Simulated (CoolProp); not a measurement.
Vapour-liquid equilibrium of R152A (1) + methanol (2) at 58.75 °C; x and y are mole fractions of (1).

Computed with CoolProp (multi-fluid Helmholtz-energy mixture model, Outcalt 1996 and de Reuck 1993; pair parameters Bell 2016).

Problem. Give the bubble pressure and the first vapour's composition at x = 0.2, 0.875, 0.95. Is there an azeotrope?

Solution. x = 0.2: 656.4 kPa, y = 0.877; x = 0.875: 1279 kPa, y = 0.973; x = 0.95: 1381 kPa, y = 0.989. No azeotrope shows between x = 0.05 and 0.95.

Pair parameters are fitted to limited data, so mixtures are less certain than the pure fluids. The gap from Raoult's law changes sign with composition, which may be real or a fault of the pair parameters; it wasn't checked against measurements. With so large a gap from Raoult's law the liquid may split in two, which this calculation doesn't test in full.
